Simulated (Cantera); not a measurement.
**Stirred combustor or abatement burner**

A perfectly stirred reactor is fed with CH₄ : CO : O₂ : N₂ = 1 : 0.86 : 2.79 : 10.5 (molar parts), equivalence ratio 0.87, at 3750 Torr; it is adiabatic with a 350 K inlet, and is followed from long to short residence time, starting on the burning branch (τ in s: 0.16, 0.069, 0.03, 0.013, 0.0058, 0.0025, 0.0011, 0.00049, 0.00021, 9.4e-05, 4.1e-05, 1.8e-05).

Cantera simulation using GRI-Mech 3.0 (53 species, 325 reactions); the numbers are that mechanism's predictions, not measurements.

```
τ (s)    T (K)     x CH₄     x CO    x O₂       x O     x CH₃
-------  -----  --------  -------  ------  --------  --------
0.16      2200   6.48e-7  0.00228  0.0240  0.000195   2.77e-7
0.069     2200   1.45e-6  0.00242  0.0245  0.000206   6.20e-7
0.030     2198   3.14e-6  0.00270  0.0249  0.000226   1.34e-6
0.013     2193   6.57e-6  0.00329  0.0253  0.000266   2.78e-6
0.0058    2183   1.27e-5  0.00436  0.0260  0.000340   5.27e-6
0.0025    2165   2.39e-5  0.00625  0.0270  0.000482   9.56e-6
0.0011    2136   4.31e-5  0.00910  0.0285  0.000715   1.62e-5
0.00049   2097   7.73e-5   0.0131  0.0306   0.00106   2.68e-5
0.00021   2039  0.000148   0.0187  0.0337   0.00157   4.56e-5
9.4e-5    1966  0.000298   0.0262  0.0381   0.00211   7.89e-5
4.1e-5    1850  0.000781   0.0390  0.0463   0.00232  0.000162
1.8e-5     350    0.0660   0.0568   0.184    <1e-12    <1e-12
```
x: mole fraction; the columns are a selection and need not sum to one.
